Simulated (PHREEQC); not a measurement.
0.22 g of hydrous ferric oxide (600 m²/g; 0.2 weak and 0.005 strong sites per Fe, Dzombak-Morel constants, diffuse double layer) in 1 kg of water with 0.005 mol/kgw of an inert sodium salt and 0.072 mmol/kgw NaF, at 25 °C; the pH is set by adding NaOH or the inert anion's acid. Oxygen alone is held at its pressure in air (log pO2 = -0.68). CO2 from the air is kept out. Nothing may precipitate in this run.

Model: ion-association model, wateq4f.dat, run in PHREEQC.

**Question.** Predict F sorbed (%), surface charge σ (C/m²), surface potential ψ (mV) at pH = 4.5, 8, 8.5.

**Answer.** 
```csv
pH,F sorbed (%),surface charge σ (C/m²),surface potential ψ (mV)
4.5,89.9,0.113,169
8,1.9,0.001,6
8.5,0.6,-0.004,-22
```

Species that the database lacks are ignored. The oxide is taken as insoluble; below pH 4 it would dissolve.
